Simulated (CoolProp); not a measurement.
A simple Rankine cycle with R1224YDZ: condensing at 315.15 K, boiler at 0.734 MPa, turbine inlet 472.1 K, turbine efficiency 0.75, pump efficiency 0.7, no recuperator. Each further row changes one setting.

Values from CoolProp's reference Helmholtz-energy equation of state, Akasaka 2023.

```json
[
 {"case": "as stated", "thermal efficiency (%)": "6.3", "net work (kJ/kg)": "(withheld)", "heat in (kJ/kg)": "299", "turbine exit temperature (K)": "449.6", "volume ratio over the turbine": "2.79"},
 {"case": "condensing temperature 307.15 K", "thermal efficiency (%)": "7.6", "net work (kJ/kg)": "(withheld)", "heat in (kJ/kg)": "308", "turbine exit temperature (K)": "444.5", "volume ratio over the turbine": "3.58"},
 {"case": "boiler pressure 0.514 MPa", "thermal efficiency (%)": "4.2", "net work (kJ/kg)": "12.6", "heat in (kJ/kg)": "301", "turbine exit temperature (K)": "(withheld)", "volume ratio over the turbine": "(withheld)"},
 {"case": "turbine efficiency 0.65", "thermal efficiency (%)": "(withheld)", "net work (kJ/kg)": "16.1", "heat in (kJ/kg)": "299", "turbine exit temperature (K)": "452.2", "volume ratio over the turbine": "2.80"}
]
```

What belongs in the gaps?


- as stated, net work (kJ/kg): 18.7
- condensing temperature 307.15 K, net work (kJ/kg): 23.3
- boiler pressure 0.514 MPa, turbine exit temperature (K): 457.6
- boiler pressure 0.514 MPa, volume ratio over the turbine: 1.95
- turbine efficiency 0.65, thermal efficiency (%): 5.4
